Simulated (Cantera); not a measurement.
Feed: 1 mol Al, 1 mol H2O, at 1 atm.

Method: chemical equilibrium by Gibbs-energy minimisation in Cantera with the NASA 1993 tables (ideal gas, pure condensed phases). Candidate condensed phases: Al, Al2O3, H2O; 19 gas species. Mutual solubility and eutectic melting of coexisting phases are not modelled. Equilibrium is a limit: real reactors are often held back by kinetics, nucleation or transport.

x: gas mole fraction; n: condensed amount in mol.

```tsv
T (K)	x H2	x Al2O	x Al	x H	x AlH	x AlOH	x H2O	n Al(s)	n Al2O3(s)	n Al(l)
700	1.00	<1e-12	<1e-12	<1e-12	<1e-12	<1e-12	<1e-12	0.333	0.333	0
800	1.00	<1e-12	<1e-12	2.88e-12	<1e-12	<1e-12	<1e-12	0.333	0.333	0
900	1.00	<1e-12	<1e-12	1.16e-10	4.24e-11	<1e-12	<1e-12	0.333	0.333	0
1000	1.00	___	___	___	___	<1e-12	<1e-12	0	0.333	0.333
1100	1.00	1.41e-10	1.53e-9	2.57e-8	1.55e-8	<1e-12	<1e-12	0	0.333	0.333
1200	1.00	4.64e-9	2.62e-8	1.96e-7	1.37e-7	2.24e-11	1.28e-11	0	0.333	0.333
1300	1.000	___	___	___	___	3.53e-10	___	0	0.333	0.333
1400	1.000	1.07e-6	2.23e-6	4.83e-6	4.11e-6	3.71e-9	1.15e-9	0	0.333	0.333
1500	1.000	9.21e-6	1.30e-5	1.75e-5	1.58e-5	2.82e-8	6.88e-9	0	0.333	0.333
1600	1.000	5.99e-5	6.09e-5	5.40e-5	5.13e-5	1.65e-7	3.29e-8	0	0.333	0.333
1700	0.999	0.000309	0.000236	0.000146	0.000144	7.81e-7	1.30e-7	0	0.333	0.333
```

Fill in the missing entries.


- 1300, x Al2O: 8.76e-8
- 1300, x Al: 2.88e-7
- 1300, x H: 1.10e-6
- 1300, x AlH: 8.59e-7
- 1300, x H2O: 1.44e-10
- 1000, x Al2O: 2.08e-12
- 1000, x Al: 5.00e-11
- 1000, x H: 2.25e-9
- 1000, x AlH: 1.12e-9
